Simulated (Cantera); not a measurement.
**Dilute partial oxidation**

An isothermal, constant-pressure homogeneous reactor starts with 0.446 % CH2O, 0.367 % O2, 99.2 % N2, equivalence ratio 1.2, at 1325 K and 713 Torr.

Model: GRI-Mech 3.0 (53 species, 325 reactions), integrated in Cantera.

| t (s) | x CH2O | x O2 | x NO | x HO2 | x H2O |
|---|---|---|---|---|---|
| 9.00e-5 | 0.00446 | 0.00367 | <1e-12 | 7.24e-7 | 1.75e-7 |
| 0.000276 | 0.00443 | 0.00366 | <1e-12 | 4.60e-6 | 3.48e-6 |
| 0.000844 | 0.00280 | 0.00344 | 1.11e-12 | 5.42e-5 | 0.000306 |
| 0.00258 | 5.93e-11 | 0.00116 | 6.13e-7 | 3.47e-7 | 0.00320 |
| 0.00792 | 1.68e-11 | 0.000269 | 1.89e-6 | 8.31e-8 | 0.00359 |
| 0.0242 | 5.08e-12 | 2.87e-5 | 2.15e-6 | 9.15e-9 | 0.00379 |
| 0.0742 | 1.67e-12 | 1.97e-6 | 2.16e-6 | 6.31e-10 | 0.00384 |
| 0.227 | <1e-12 | 1.49e-7 | 2.13e-6 | 4.67e-11 | 0.00386 |
| 0.696 | <1e-12 | 1.16e-8 | 2.05e-6 | 3.29e-12 | 0.00386 |
| 2.13 | <1e-12 | 8.59e-10 | 1.94e-6 | <1e-12 | 0.00386 |
| 6.53 | <1e-12 | 7.47e-11 | 1.81e-6 | <1e-12 | 0.00387 |
| 20.0 | <1e-12 | 1.09e-11 | 1.66e-6 | <1e-12 | 0.00387 |
x: mole fraction; the columns are a selection and need not sum to one.

Equilibrium at this temperature and pressure: CH2O <1e-12, O2 <1e-12, NO 1.03e-9, HO2 <1e-12, H2O 0.00387 (gas phase only).
